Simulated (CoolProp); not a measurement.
Saturation properties of R21 (Tc = 179.6 °C, pc = 52.89 bar, ω = 0.206).

Model: reference Helmholtz-energy equation of state, Platzer 1990, in CoolProp. This equation is an older, rougher fit; its heat capacities, sound speeds and derivatives of the liquid may be far off and weren't checked against measurements.

```csv
T (°C),p (bar),liquid density (kg/m³),vapour density (kg/m³),enthalpy of vaporisation (kJ/kg),surface tension (mN/m)
86.55,9.948,1201,41.06,188.4,9.32
92.05,11.23,1184,46.42,183.9,…
97.55,12.63,1166,52.37,…,7.93
103.05,14.15,1148,58.96,174.4,…
108.55,15.80,1129,66.27,169.3,6.60
114.05,17.58,1109,74.40,163.9,5.95
119.55,19.51,1088,83.46,158.3,5.32
125.05,21.60,1066,93.60,152.4,4.70
130.55,23.84,…,105.0,146.1,4.10
```

**Question.** What belongs in the gaps?

**Answer.** 
- 92.05, surface tension (mN/m): 8.62
- 97.55, enthalpy of vaporisation (kJ/kg): 179.2
- 103.05, surface tension (mN/m): 7.26
- 130.55, liquid density (kg/m³): 1043

It boils at 8.9 °C under 1 atm.

Surface tension comes from a separate correlation (Mulero 2012).
